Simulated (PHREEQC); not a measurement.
Model water analysis in mmol/kgw, 20 °C, pH 6.76, pe 12.8: Na 0.119; K 0.0626; Ca 0.0871; Mg 0.0662; Cl 0.0879; S(6) 0.0713; Alkalinity (meq/kgw) 0.256; Cd 0.00029; Li 0.0129; N(5) 0.00117; F 0.0135; Zn 0.000528.

Na is adjusted to close the charge balance.
Valence states are taken as typed.

Model: ion-association model, phreeqc.dat, run in PHREEQC.

No solid was allowed to form.

### Question
Order these Zn species by the share of Zn that they hold, largest first: ZnSO4, ZnCO3, Zn+2, ZnHCO3+, ZnOH+.

### Answer
Zn+2 (95 %), ZnHCO3+ (2.7 %), ZnSO4 (1.2 %), ZnCO3 (1.0 %), ZnOH+ (0.37 %)

The pH is 6.76 and the ionic strength 0.000719 mol/kgw.
